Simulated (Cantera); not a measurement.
C2F6 + CH4 + H2 (fluorocarbon and chlorocarbon gases)

Feed: 1 mol C2F6, 0.12 mol CH4, a varied amount of H2, equilibrated at 2027 °C and 1.33 mbar.

Equilibrium computed with Cantera from the NASA thermochemical tables; the gas is ideal and each condensed phase is pure. Candidate condensed phases: C, C6H6, C7H8, C8H18; 95 gas species. The feed counts by its element totals alone. Gases not in the tables: C2F6 and larger saturated fluorocarbons. The numbers say what is thermodynamically allowed, not how fast it happens.

From 0.55 mol H2 to 4.1 mol H2 the condensed part is C(graphite). The main C-bearing gas is CF2 at 0.55 mol H2 and C2H2 (acetylene) at 4.1 mol H2. The share of C in condensed phases is highest at 3.1 mol H2 (99.9 %) and lowest at 0.55 mol H2 (55.5 %).

| n(H2) (mol) | log p HF | log p F | log p CF2 | log p H2 | log p H | n C(graphite) |
|---|---|---|---|---|---|---|
| 0.55 | -3.38 | -3.18 | -3.64 | -10.29 | -7.16 | 1.18 |
| 0.73 | -3.30 | -3.21 | -3.70 | -10.06 | -7.05 | 1.29 |
| 0.98 | -3.21 | -3.26 | -3.80 | -9.79 | -6.91 | 1.44 |
| 1.3 | -3.13 | -3.33 | -3.95 | -9.47 | -6.75 | 1.61 |
| 1.7 | -3.04 | -3.45 | -4.18 | -9.07 | -6.55 | 1.81 |
| 2.3 | -2.94 | -3.76 | -4.81 | -8.24 | -6.14 | 2.04 |
| 3.1 | -2.91 | -5.65 | -8.59 | -4.40 | -4.21 | 2.12 |
| 4.1 | -2.98 | -6.04 | -9.36 | -3.77 | -3.90 | 2.11 |
log p: log10 of the partial pressure in bar; n: condensed amount in mol.
